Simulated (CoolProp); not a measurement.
Model: reference Helmholtz-energy equation of state, Platzer 1990, in CoolProp. This equation is an older, rougher fit.

**Question.** For CF4 (R14), give the phase and the conductivity (mW/(m K)), Prandtl number at 381.2 K and 0.0642 MPa.

**Answer.** 
- 381.2 K and 0.0642 MPa: gas; conductivity 22.8, Prandtl number 0.748

Viscosity comes from a separate model (Huber 2003), an estimate that may be off by 10 % or more. Thermal conductivity comes from a separate model (Huber 2003), an estimate that may be off by 10 % or more.
